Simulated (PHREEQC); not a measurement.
Nickel, zinc or cadmium bath (model solution)

Dissolve 0.18 mol CdCl2, 0.03 mol KCl and 0.0082 mol FeSO4 per kg of water at 25 °C. Closed to the air; pH follows from the charge balance.

Equilibrium calculation in PHREEQC: ion-association model, phreeqc.dat.

The pH is 5.32. The ionic strength is 0.232 mol/kgw and the activity of water is 0.993. The density is 1.028 g/cm³.

| species | molality | activity | log γ |
|---|---|---|---|
| Cl- | 0.183 | 0.129 | -0.152 |
| CdCl+ | 0.110 | 0.0811 | -0.130 |
| CdCl2 | 0.0413 | 0.0436 | 0.023 |
| K+ | 0.0297 | 0.0208 | -0.155 |
| Cd+2 | 0.0219 | 0.00659 | -0.521 |
| Fe+2 | 0.00716 | 0.00224 | -0.504 |
| SO4-2 | 0.00480 | 0.00133 | -0.558 |
| CdCl3- | 0.00479 | 0.00354 | -0.130 |
| CdSO4 | 0.00239 | 0.00252 | 0.023 |
| FeCl+ | 0.000539 | 0.000399 | -0.130 |
| FeSO4 | 0.000502 | 0.000530 | 0.023 |
| KSO4- | 0.000264 | 0.000194 | -0.132 |
| Cd(SO4)2-2 | 0.000122 | 3.67e-5 | -0.521 |
| CdOHCl | 6.54e-6 | 6.90e-6 | 0.023 |
| H+ | 6.09e-6 | 4.82e-6 | -0.101 |
| HSO4- | 8.40e-7 | 6.23e-7 | -0.130 |

No solid was allowed to form.
